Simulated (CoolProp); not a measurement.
A simple Rankine cycle with water: condensing at 328.15 K, boiler at 9.86 MPa, turbine inlet 598.1 K, turbine efficiency 0.65, pump efficiency 0.8, no recuperator. Each further row changes one setting.

Values from CoolProp's reference Helmholtz-energy equation of state, Wagner 2002.

| case | thermal efficiency (%) | net work (kJ/kg) | heat in (kJ/kg) | turbine exit temperature (K) | volume ratio over the turbine |
|---|---|---|---|---|---|
| as stated | 23.3 | 601 | 2570 | 328.1 | 392 |
| turbine inlet 618.1 K | 23.6 | 628 | 2670 | 328.1 | 367 |
| condensing temperature 320.15 K | 24.1 | 627 | 2610 | 320.1 | 565 |
| boiler pressure 6.9 MPa | 22.7 | 613 | 2700 | 328.1 | 254 |
| turbine efficiency 0.55 | 19.7 | 507 | 2570 | 328.1 | 411 |

The expansion ends wet for: as stated; turbine inlet 618.1 K; condensing temperature 320.15 K; boiler pressure 6.9 MPa; turbine efficiency 0.55.
